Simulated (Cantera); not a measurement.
Feed: 1 mol Fe2O3, 0.79 mol CO, 1.3 mol H2, held at 2498 K and 21.0 Pa.

Method: chemical equilibrium by Gibbs-energy minimisation in Cantera with the NASA 1993 tables (ideal gas, pure condensed phases). Rates play no part.

```csv
species,before,after
O,0.237,0.316
H,0.256,0.296
Fe,0.267,0.247
O2,0.0571,0.0202
H2O,0.0130,0.00111
H2,0.0222,0.00701
OH,0.0311,0.0117
CO,0.0992,0.0962
CO2,0.00942,0.00229
FeO,0.00809,0.00257
```
Gas species are given as mole fractions.

Problem. What was changed between the two runs?
A. H2 from 1.3 to 11 mol
B. temperature from 2498 K to 2673 K
C. H2 from 1.3 to 0.26 mol
D. H2 from 1.3 to 0.17 mol

Solution. B, temperature from 2498 K to 2673 K
